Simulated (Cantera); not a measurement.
# Equilibrium for halide evaporation, hydrolysis and transport: PbBr2 + N2

Input: 1 mol PbBr2, 5.7 mol N2, held at 0.133 bar.

Equilibrium computed with Cantera from the NASA thermochemical tables; the gas is ideal and each condensed phase is pure. Candidate condensed phases: Br2, Pb, PbBr2; 9 gas species. The numbers say what is thermodynamically allowed, not how fast it happens.

```csv
T (K),x N2,x Br,x PbBr2,x Pb,x PbBr4,x PbBr,x Br2,n Pb(l)
1175,0.887,6.32e-6,0.0566,0.00327,0.0481,0.00535,4.80e-9,0.271
1250,0.861,2.26e-5,0.0870,0.0100,0.0287,0.0135,1.83e-8,0.0789
1325,0.851,8.86e-5,0.0962,0.0129,0.0220,0.0183,9.56e-8,0
1400,0.850,0.000342,0.0974,0.0114,0.0210,0.0194,5.46e-7,0
1475,0.850,0.00115,0.0982,0.0103,0.0200,0.0206,2.59e-6,0
1550,0.848,0.00341,0.0987,0.00956,0.0187,0.0218,1.03e-5,0
1625,0.843,0.00888,0.0984,0.00940,0.0167,0.0235,3.44e-5,0
1700,0.834,0.0201,0.0967,0.0102,0.0132,0.0262,9.16e-5,0
1775,0.818,0.0387,0.0916,0.0128,0.00852,0.0305,0.000187,0
1850,0.796,0.0635,0.0809,0.0181,0.00428,0.0364,0.000290,0
1925,0.772,0.0918,0.0648,0.0269,0.00171,0.0421,0.000363,0
2000,0.747,0.121,0.0465,0.0389,0.000567,0.0452,0.000393,0
2075,0.724,0.149,0.0298,0.0528,0.000161,0.0442,0.000382,0
```
x: gas mole fraction; n: condensed amount in mol.

From 1175 K to 1250 K the condensed part is Pb(l). From 1325 K to 2075 K nothing is condensed. The main Pb-bearing gas is PbBr2 at 1175 K and Pb at 2075 K.
